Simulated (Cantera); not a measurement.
A closed system holds: 1 mol SiH₂Cl₂, 15 mol N₂, at 1673.15 K and 13.0 Pa.

These are equilibrium values from Cantera (NASA tables, ideal gas, pure condensed phases), not measurements of a reactor. Candidate condensed phases: NH₄Cl, Si, Si₃N₄; 28 gas species. The tables' values for SiCl, SiCl₃, SiN are old estimates; treat these amounts as uncertain. The numbers say what is thermodynamically allowed, not how fast it happens.

Base state: N₂ 0.878, SiCl₂ 0.0456, H₂ 0.0455, HCl 0.0240, Si 0.00322, H 0.00213, Cl 0.000879, SiCl 0.000803 (mole fractions); condensed: Si(s).

**Question.** What changes in the equilibrium state with this change: temperature from 1673.15 K to 1550 K?

**Answer.** 
```csv
species,before,after
N₂,0.878,0.882
H₂,0.0455,0.0459
SiCl₂,0.0456,0.0458
Si,0.00322,0.000256
H,0.00213,0.000592
HCl,0.0240,0.0251
Si₂,1.24e-5,4.61e-7
Si₂N,4.11e-5,4.55e-6
SiH,1.32e-5,1.64e-6
SiN,2.28e-5,2.86e-6
SiCl,0.000803,0.000165
"Si(s), mol",0.148,0.211
```
The tables' values for SiCl, SiCl₃ are old estimates; treat these amounts as uncertain.

**Question.** What changes in the equilibrium state with this change: temperature from 1673.15 K to 775 K?

**Answer.** 
```tsv
species	before	after
N₂	0.878	0.886
HCl	0.0240	0.0862
H₂	0.0455	0.0183
SiCl₂	0.0456	1.74e-9
SiCl₄	1.33e-7	0.00914
Si	0.00322	<1e-9
H	0.00213	<1e-9
Cl	0.000879	<1e-9
SiCl	0.000803	<1e-9
Si(s), mol	0.148	0
Si₃N₄(s), mol	0	0.284
```
N₂ is the only nitrogen source here; it is nearly inert below about 1500 K, so the nitride shown seldom forms there in practice.

**Question.** What changes in the equilibrium state with this change: SiH₂Cl₂ replaced by SiH₄?

**Answer.** 
```tsv
species	before	after
N₂	0.878	0.878
H₂	0.0455	0.115
H	0.00213	0.00340
SiCl₂	0.0456	0
HCl	0.0240	0
Si	0.00322	0.00322
Cl	0.000879	0
SiCl	0.000803	0
SiCl₃	5.39e-5	0
SiH	1.32e-5	2.11e-5
Si(s), mol	0.148	0.942
```
The tables' values for SiN are old estimates; treat these amounts as uncertain.
